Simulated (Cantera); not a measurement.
# Ammonia decomposition in nitride growth gas

An isothermal, constant-pressure homogeneous reactor starts with 47.6 % NH₃, 52.4 % H₂, at 1575 K and 1.10 bar.

Cantera simulation using the gas-phase N/H chemistry of the illustrative SiF4/NH3 mechanism in the Surface Chemkin manual (1991); the numbers are that mechanism's predictions, not measurements. Walls and surfaces, which speed up NH3 decomposition in real reactors, are not modelled.

```csv
t (s),x NH₃,x H₂,x N₂H₄,x N₂H₂,x NH₂,x H,x N
4.00e-6,0.476,0.524,<1e-12,<1e-12,8.11e-8,3.94e-8,<1e-12
1.61e-5,0.476,0.524,3.19e-12,1.91e-12,3.30e-7,1.56e-7,<1e-12
6.51e-5,0.476,0.524,6.93e-11,7.06e-11,1.33e-6,6.28e-7,<1e-12
0.000263,0.476,0.524,1.21e-9,1.58e-9,5.36e-6,2.52e-6,5.40e-12
0.00106,0.476,0.524,1.75e-8,2.59e-8,2.02e-5,9.53e-6,2.91e-10
0.00427,0.476,0.524,7.06e-8,1.14e-7,4.06e-5,1.91e-5,2.30e-9
0.0172,0.476,0.524,7.33e-8,1.18e-7,4.14e-5,1.95e-5,2.44e-9
0.0696,0.474,0.525,7.29e-8,1.18e-7,4.13e-5,1.96e-5,2.44e-9
0.281,0.468,0.529,7.14e-8,1.15e-7,4.08e-5,1.97e-5,2.42e-9
1.13,0.446,0.544,6.55e-8,1.04e-7,3.91e-5,2.04e-5,2.36e-9
4.57,0.373,0.592,4.78e-8,7.29e-8,3.34e-5,2.27e-5,2.12e-9
18.4,0.225,0.690,1.92e-8,2.71e-8,2.12e-5,2.77e-5,1.50e-9
74.4,0.0874,0.781,3.18e-9,4.22e-9,8.62e-6,3.29e-5,6.80e-10
300,0.0253,0.822,2.80e-10,3.62e-10,2.56e-6,3.55e-5,2.13e-10
```
x: mole fraction; the columns are a selection and need not sum to one.

Equilibrium at this temperature and pressure: NH₃ 1.67e-5, H₂ 0.839, N₂H₄ <1e-12, N₂H₂ <1e-12, NH₂ 1.70e-9, H 3.65e-5, N <1e-12 (gas phase only).
